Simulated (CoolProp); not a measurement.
Properties of R115 along the isobar 11800 kPa.

The numbers come from the reference Helmholtz-energy equation of state, Lemmon 2016 in CoolProp.

```
T (°C)          phase       Z  cv (kJ/(kg K))  speed of sound (m/s)  Joule-Thomson coefficient (K/MPa)  expansivity (1/kK)
------  -------------  ------  --------------  --------------------  ---------------------------------  ------------------
70.35          liquid  0.5278          0.7657                 348.1                             0.1245               3.393
87.75   supercritical  0.5351          0.7859                 304.7                             0.3130               3.890
105.15  supercritical  0.5490          0.8052                 265.5                             0.5629               4.486
122.55  supercritical  0.5707          0.8231                 232.0                             0.8804               5.132
139.95  supercritical  0.6007          0.8393                 205.8                              1.244               5.683
157.35  supercritical  0.6381          0.8531                 188.0                              1.590               5.937
174.65  supercritical  0.6794          0.8648                 177.8                              1.842               5.812
192.05  supercritical  0.7213          0.8753                 173.3                              1.974               5.421
209.45  supercritical  0.7609          0.8850                 172.4                              2.006               4.933
226.85  supercritical  0.7969          0.8945                 173.7                              1.974               4.457
```
